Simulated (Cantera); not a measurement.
## Gas-phase reforming

An isothermal, constant-pressure homogeneous reactor starts with 22.7 % CH₄, 43.2 % H₂O, 34.1 % H₂, at 1550 K and 100000 Pa.

Computed with Cantera and GRI-Mech 3.0 (53 species, 325 reactions).

```
t (s)      x CH₄  x H₂O   x H₂       x O      x CO    x CH₂O    x C₂H₆
--------  ------  -----  -----  --------  --------  --------  --------
3.00e-6    0.227  0.432  0.341    <1e-12    <1e-12    <1e-12  1.81e-10
1.25e-5    0.227  0.432  0.341    <1e-12    <1e-12  3.63e-11   1.40e-8
5.22e-5    0.227  0.432  0.341  1.30e-12  2.57e-11   2.44e-9   9.46e-7
0.000218   0.227  0.432  0.341  8.56e-12   1.35e-8   9.49e-8   3.12e-5
0.000909   0.226  0.432  0.341  1.56e-11   1.01e-6   8.26e-7  0.000157
0.00379    0.224  0.431  0.343  1.79e-11   1.40e-5   1.40e-6  0.000204
0.0158     0.214  0.428  0.352  1.69e-11   7.95e-5   1.32e-6  0.000187
0.0660     0.181  0.416  0.384  1.38e-11  0.000495   1.07e-6  0.000134
0.275      0.112  0.387  0.453  1.00e-11   0.00345   6.11e-7   5.49e-5
1.15      0.0584  0.339  0.524  8.83e-12    0.0191   2.90e-7   2.11e-5
4.79      0.0450  0.262  0.589  8.08e-12    0.0619   1.54e-7   1.25e-5
20.0      0.0261  0.183  0.659  6.88e-12     0.113   7.74e-8   3.86e-6
```
x: mole fraction; the columns are a selection and need not sum to one.

Equilibrium at this temperature and pressure: CH₄ 9.76e-7, H₂O 0.131, H₂ 0.713, O 5.27e-12, CO 0.147, CH₂O 4.54e-8, C₂H₆ <1e-12 (gas phase only).
